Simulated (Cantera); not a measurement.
Input: 1 mol Si, 2.7 mol O2, 210 mol H2, at 0.0578 Torr.

Method: chemical equilibrium by Gibbs-energy minimisation in Cantera with the NASA 1993 tables (ideal gas, pure condensed phases). Candidate condensed phases: H2O, Si, SiO2; 18 gas species. The numbers say what is thermodynamically allowed, not how fast it happens.

### Question
At 2123 K, list the 6 most abundant gas species with their mole fractions, and the condensed phases.

### Answer
H2 0.649, H 0.329, H2O 0.0160, SiO 0.00395, OH 0.00101, O 0.000362. Condensed: gas only.
